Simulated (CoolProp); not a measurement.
Saturated liquid density (kg/m³) of hydrogen chloride: the reference equation beside estimates from Tc = 51.5 °C, pc = 83.14 bar, ω = 0.130.

Computed with CoolProp (reference Helmholtz-energy equation of state, Thol 2018).

| T (°C) | reference | van der Waals | Soave-Redlich-Kwong |
|---|---|---|---|
| -29.25 | 1031 | 610.8 | 892.1 |
| -20.15 | 1001 | 592.8 | 860.6 |
| -10.95 | 969.4 | 573.4 | 826.0 |
| -1.85 | 935.1 | 552.5 | 788.7 |
| 7.35 | 897.1 | 529.5 | 746.9 |
| 16.45 | 855.0 | 504.1 | 700.6 |
| 25.65 | 805.5 | 474.8 | 646.9 |
| 34.85 | 744.4 | 439.6 | 582.6 |

Absolute difference from the reference over all 8 rows, mean and median: van der Waals 40.9 and 40.9 %, Soave-Redlich-Kwong 16.8 and 16.2 %.
